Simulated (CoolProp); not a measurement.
Ammonia at 298.15 K and 2.51 MPa flows at 0.48 m/s in a round tube of 2 mm bore and 45 µm roughness, fully developed (64/Re and Nu = 3.66 if laminar; Colebrook and Gnielinski if turbulent). Each further row changes one setting.

Values from CoolProp's reference Helmholtz-energy equation of state, Gao 2020.

```csv
case,Reynolds number,Darcy friction factor,pressure drop (Pa/m),heat-transfer coefficient (W/(m² K)),mass flow (kg/h)
as stated,4360,0.0582,2030,6430,3.28
velocity 0.96 m/s,8720,0.0548,7630,14000,6.56
diameter 4 mm,8720,0.0450,783,5830,13.1
```

Viscosity comes from a separate model (Fenghour 1995). Thermal conductivity comes from a separate model (Tufeu 1984).
